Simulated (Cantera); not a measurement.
A closed system holds: 1 mol B₂O₃, 1.1 mol H₂O, 0.55 mol H₂, equilibrated at 2175 K and 10000 Pa.

Cantera equilibrium calculation (NASA polynomials, part measured and part estimated; ideal gas, pure solids and liquids). Candidate condensed phases: B, B₂O₃, B₃O₃H₃, H₂O; 23 gas species. Kinetics and transport are ignored.

Base state: HBO₂ 0.450, H₂ 0.199, H₂O 0.189, B₂O₃ 0.145, H 0.00688, HBO 0.00461, BO₂ 0.00252, BO 0.00198 (mole fractions); condensed: gas only.

**Question.** What changes in the equilibrium state with this change: pressure from 10000 Pa to 97000 Pa?

**Answer.** 
```
species    before     after
-------  --------  --------
HBO₂        0.450     0.454
H₂          0.199     0.201
H₂O         0.189     0.190
H         0.00688   0.00222
B₂O₃        0.145     0.146
(HBO₂)₃   5.10e-7   4.90e-5
O         2.13e-5   2.18e-6
OH       0.000877  0.000281
```
